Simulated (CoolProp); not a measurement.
R141b along the isobar 0.395 MPa: density (kg/m³) from the reference equation and from simpler models built on Tc = 477.5 K, pc = 4.212 MPa, ω = 0.220; each cubic takes its own stable root.

Model: reference Helmholtz-energy equation of state, Lemmon 2006, in CoolProp. It is a short technical equation, of lower accuracy than the large ones.

| T (K) | phase | reference | ideal gas | van der Waals | Soave-Redlich-Kwong |
|---|---|---|---|---|---|
| 407.5 | gas | 14.42 | 13.63 | 14.23 | 14.43 |
| 414.5 | gas | 14.13 | 13.40 | 13.97 | 14.14 |
| 421.6 | gas | 13.85 | 13.18 | 13.71 | 13.86 |
| 428.7 | gas | 13.58 | 12.96 | 13.46 | 13.59 |
| 435.8 | gas | 13.32 | 12.75 | 13.22 | 13.34 |
| 442.9 | gas | 13.08 | 12.54 | 12.99 | 13.09 |
| 449.9 | gas | 12.84 | 12.35 | 12.77 | 12.86 |
| 457 | gas | 12.62 | 12.16 | 12.56 | 12.64 |
| 464.1 | gas | 12.40 | 11.97 | 12.35 | 12.42 |
| 471.2 | gas | 12.19 | 11.79 | 12.15 | 12.21 |
| 478.3 | gas | 11.99 | 11.62 | 11.96 | 12.01 |
